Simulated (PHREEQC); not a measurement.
Solution (20 °C): 0.14 mol CuCl2, 0.00046 mol HBF4 and 0.00092 mol Na2SO4 per kg of water. Closed to the air; pH follows from the charge balance.

The numbers come from PHREEQC with the ion-association model, phreeqc.dat.

Each row changes one thing in this solution. This is a speciation only: nothing precipitates in the calculation.

```tsv
case	pH	ionic strength (mol/kgw)	Cl- (mol/kgw)	CuCl+ (mol/kgw)	CuCl2 (mol/kgw)	F- (mol/kgw)
as made	3.03	0.382	0.260	0.0179	0.000974	0.000784
Na2SO4 replaced by MnSO4 at the same molality	3.03	0.383	0.260	0.0178	[?]	0.000784
Na2SO4 replaced by NaOH at the same molality	3.36	0.382	0.260	0.0179	0.000977	0.000971
HBF4 from 0.00046 to 0.000506 mol/kgw	[?]	0.383	0.260	0.0179	0.000974	0.000832
0.036 mol/kgw HF added	2.18	0.386	0.261	0.0176	0.000956	0.00506
0.16 mol/kgw HCl added	0.91	0.526	0.412	[?]	0.00190	[?]
temperature from 20 to 5 °C	3.01	0.402	0.270	0.00907	[?]	0.000836
```

### Question
Some entries are withheld; supply them.

### Answer

- Na2SO4 replaced by MnSO4 at the same molality, CuCl2 (mol/kgw): 0.000972
- HBF4 from 0.00046 to 0.000506 mol/kgw, pH: 3.00
- 0.16 mol/kgw HCl added, CuCl+ (mol/kgw): 0.0244
- 0.16 mol/kgw HCl added, F- (mol/kgw): 1.91e-5
- temperature from 20 to 5 °C, CuCl2 (mol/kgw): 0.000431

At this temperature some constants are extrapolated from 25 °C, and those without enthalpy data are left unchanged. Real BF4- forms and hydrolyses slowly; the run takes it at equilibrium.
